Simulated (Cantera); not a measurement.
Input: 1 mol TEOS, 1.6 mol O3, 0.47 mol H2, at 650 °C and 0.00850 bar.

These are equilibrium values from Cantera (NASA tables, ideal gas, pure condensed phases), not measurements of a reactor. Candidate condensed phases: C, C6H6, C7H8, C8H18, H2O, Si, SiC, SiO2; 123 gas species. The feed counts by its element totals alone. The numbers say what is thermodynamically allowed, not how fast it happens.

Base state: H2 0.606, CO 0.386, CO2 0.00398, H2O 0.00306, CH4 0.000726 (mole fractions); condensed: C(graphite) + SiO2(β-quartz).

Q: What changes in the equilibrium state with this change: pressure from 0.00850 bar to 0.00550 bar?

A: 
```tsv
species	before	after
H2	0.606	0.606
CO	0.386	0.389
CO2	0.00398	0.00261
H2O	0.00306	0.00200
CH4	0.000726	0.000470
C(graphite), mol	1.31	1.27
SiO2(β-quartz), mol	1.00	1.00
```
